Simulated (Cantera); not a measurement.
Source: NASA polynomial tables (part measured, part estimated), evaluated in Cantera. Values are per mole of reaction as written; species without (g) are pure solids or liquids, kept so even where they would boil at 1 bar.

Ta + O2(g) → TaO2(g), with ΔH° = -200.9 kJ and ΔS° = 33.6 J/K at 300 K.

How far is the shortcut ΔG° ≈ ΔH°(300 K) − T·ΔS°(300 K) from the full temperature-dependent value at 650, 700, 750, 800, 850, 900, 950, 1000, 1050, 1100 K?


| T (K) | shortcut (kJ) | full (kJ) | difference (kJ) | difference in log10 K |
|---|---|---|---|---|
| 650 | -222.7 | -221.4 | -1.3 | 0.11 |
| 700 | -224.4 | -222.7 | -1.6 | 0.12 |
| 750 | -226.0 | -224.1 | -2.0 | 0.14 |
| 800 | -227.7 | -225.4 | -2.3 | 0.15 |
| 850 | -229.4 | -226.7 | -2.7 | 0.17 |
| 900 | -231.1 | -227.9 | -3.1 | 0.18 |
| 950 | -232.8 | -229.2 | -3.6 | 0.20 |
| 1000 | -234.4 | -230.4 | -4.0 | 0.21 |
| 1050 | -236.1 | -231.6 | -4.5 | 0.22 |
| 1100 | -237.8 | -232.8 | -5.0 | 0.24 |
The shortcut ignores the heat-capacity change of the reaction.
